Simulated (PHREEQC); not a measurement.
Solution (20 °C and 500 atm): 0.0075 mol K2CO3, 3.4e-05 mol H4SiO4 and 0.00048 mol H3BO3 per kg of water. Closed to the air; pH follows from the charge balance.

The numbers come from PHREEQC with the ion-association model, phreeqc.dat.

This is a speciation only: nothing precipitates in the calculation.

Task: What pH, specific conductance, ionic strength does the model give?

Result: pH 10.72; specific conductance 1720 µS/cm; ionic strength 0.0214 mol/kgw.

Task: In which forms is Si present?

Result: H3SiO4- 92 %, H4SiO4 7.5 %, H2SiO4-2 0.6 % of the Si.

Under pressure, the constants of complexes without a molar volume in the database are unreliable.
